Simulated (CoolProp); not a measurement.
Vapour-liquid equilibrium of n-hexane (1) + toluene (2) at 0.332 MPa; x and y are mole fractions of (1).

Model: multi-fluid Helmholtz-energy mixture model, Thol 2019 and Lemmon 2006; pair parameters Bell 2016, in CoolProp.

```
x     bubble temperature, mixture model (°C)  bubble temperature, Raoult's law (°C)  y, mixture model  y, Raoult's law
----  --------------------------------------  -------------------------------------  ----------------  ---------------
0.05                                   153.3                                  154.7             0.142            0.124
0.15                                   144.8                                  148.0             0.350            0.327
0.25                                     ___                                  142.0             0.495            0.483
0.35                                   133.1                                  136.6             0.602            0.606
0.45                                   128.7                                  131.8               ___            0.704
0.55                                   125.0                                  127.5               ___            0.783
0.65                                     ___                                  123.5             0.819            0.848
0.75                                   118.7                                  119.9             0.874            0.901
0.85                                   115.9                                  116.6             0.926            0.946
0.95                                     ___                                  113.5             0.976            0.983
```

Problem. Fill in the missing entries.

Solution. 
- 0.25, bubble temperature, mixture model (°C): 138.3
- 0.45, y, mixture model: 0.687
- 0.55, y, mixture model: 0.757
- 0.65, bubble temperature, mixture model (°C): 121.7
- 0.95, bubble temperature, mixture model (°C): 113.3

The largest gap from Raoult's law is -3.7 K in bubble temperature, at x = 0.25. No azeotrope shows between x = 0.05 and 0.95.

Pair parameters are fitted to limited data, so mixtures are less certain than the pure fluids.
